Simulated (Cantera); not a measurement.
Standard-state values (1 bar) from the NASA 1993 polynomials, evaluated with Cantera. Values are per mole of reaction as written; species without (g) are pure solids or liquids, kept so even where they would boil at 1 bar.

Ba(OH)₂ + O(g) → BaO + 2 OH(g)

```tsv
T (K)	ΔH° (kJ)	ΔS° (J/K)	ΔG° (kJ)	log10 K	condensed phases
300	227.7	171.3	176.3	-30.70	Ba(OH)₂(s), BaO(s)
775	195.9	118.7	103.9	-7.00	Ba(OH)₂(l), BaO(s)
875	191.3	113.1	92.3	-5.51	Ba(OH)₂(l), BaO(s)
975	186.8	108.2	81.3	-4.35	Ba(OH)₂(l), BaO(s)
1075	182.5	104.0	70.7	-3.43	Ba(OH)₂(l), BaO(s)
1175	?	?	?	?	Ba(OH)₂(l), BaO(s)
1275	174.5	97.2	50.6	-2.07	Ba(OH)₂(l), BaO(s)
1375	?	?	?	?	Ba(OH)₂(l), BaO(s)
1475	167.1	91.8	31.7	-1.12	Ba(OH)₂(l), BaO(s)
1575	163.6	89.5	22.6	-0.75	Ba(OH)₂(l), BaO(s)
1675	160.3	87.5	13.8	-0.43	Ba(OH)₂(l), BaO(s)
```

Q: Fill in the missing entries.

A: 
- 1175, ΔH° (kJ): 178.4
- 1175, ΔS° (J/K): 100.4
- 1175, ΔG° (kJ): 60.5
- 1175, log10 K: -2.69
- 1375, ΔH° (kJ): 170.7
- 1375, ΔS° (J/K): 94.3
- 1375, ΔG° (kJ): 41.0
- 1375, log10 K: -1.56
